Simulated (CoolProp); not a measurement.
A simple Rankine cycle with benzene: condensing at 317.15 K, boiler at 1.56 MPa, turbine inlet 619 K, turbine efficiency 0.6, pump efficiency 0.7, no recuperator. Each further row changes one setting.

The numbers come from the reference Helmholtz-energy equation of state, Thol 2012 in CoolProp.

| case | thermal efficiency (%) | net work (kJ/kg) | heat in (kJ/kg) | turbine exit temperature (K) | volume ratio over the turbine |
|---|---|---|---|---|---|
| as stated | … | 135 | 901 | 541.0 | 51.7 |
| condensing temperature 309.15 K | 15.9 | 145 | … | … | 71.1 |
| boiler pressure 1.09 MPa | … | 126 | 908 | 549.3 | 35.7 |
| turbine efficiency 0.5 | … | 112 | 901 | 553.0 | … |

Q: What belongs in the gaps?

A: 
- as stated, thermal efficiency (%): 15.0
- condensing temperature 309.15 K, heat in (kJ/kg): 915
- condensing temperature 309.15 K, turbine exit temperature (K): 535.6
- boiler pressure 1.09 MPa, thermal efficiency (%): 13.9
- turbine efficiency 0.5, thermal efficiency (%): 12.4
- turbine efficiency 0.5, volume ratio over the turbine: 52.8
